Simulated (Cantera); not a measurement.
A freely propagating, adiabatic, planar premixed flame of 47.9 % H₂, 8.86 % O₂, 40.2 % N₂, 3.06 % H₂O, unburnt at 348 K and 1.01 bar; mixture-averaged transport, grid criteria slope 0.08 and curve 0.16, no radiation.

Detailed kinetics in Cantera: the H2/O2 subset of GRI-Mech 3.0, which has no nitrogen chemistry. Burning velocities carry a grid error of a few per cent, more on coarse grids.

x: mole fraction of selected species; z is measured from the peak of heat release.

| z (mm) | T (K) | u (m/s) | x H₂ | x O₂ | x H₂O | x HO₂ | x H₂O₂ | x OH |
|---|---|---|---|---|---|---|---|---|
| -1.12 | 348 | 2.40 | 0.479 | 0.0886 | 0.0306 | <1e-8 | <1e-8 | <1e-8 |
| -0.745 | 348 | 2.40 | 0.479 | 0.0886 | 0.0306 | <1e-8 | <1e-8 | <1e-8 |
| -0.559 | 348 | 2.40 | 0.479 | 0.0886 | 0.0306 | ___ | <1e-8 | <1e-8 |
| -0.373 | 349 | 2.41 | 0.478 | 0.0887 | 0.0307 | 7.18e-7 | 9.29e-8 | <1e-8 |
| -0.186 | ___ | 2.70 | 0.469 | 0.0895 | 0.0325 | ___ | ___ | ___ |
| -0.0932 | 638 | 4.22 | 0.442 | 0.0835 | 0.0529 | 0.000278 | 5.86e-5 | 0.000405 |
| 0 | 968 | 6.27 | 0.397 | 0.0643 | 0.0984 | 0.000104 | 1.16e-5 | 0.000439 |
| 0.0932 | 1210 | 7.78 | 0.349 | 0.0357 | 0.155 | 4.48e-5 | 8.28e-7 | 0.000725 |
| 0.186 | 1345 | 8.64 | 0.319 | 0.0139 | 0.196 | 1.62e-5 | 2.91e-7 | 0.000814 |
| 0.373 | 1453 | 9.30 | 0.305 | 0.00150 | 0.220 | 1.62e-6 | 1.21e-7 | 0.000730 |
| 0.745 | 1531 | 9.75 | 0.309 | 6.33e-5 | 0.224 | 6.77e-8 | 8.04e-8 | 0.000688 |
| 1.49 | 1600 | 10.1 | 0.316 | 1.05e-5 | 0.226 | 1.41e-8 | 4.87e-8 | 0.000576 |
| 2.98 | 1652 | 10.4 | 0.321 | 4.53e-6 | 0.227 | <1e-8 | 2.39e-8 | 0.000418 |

Q: Some entries are withheld; supply them.

A: 
- -0.559, x HO₂: 2.50e-8
- -0.186, T (K): 397
- -0.186, x HO₂: 0.000167
- -0.186, x H₂O₂: 2.03e-5
- -0.186, x OH: 1.26e-5
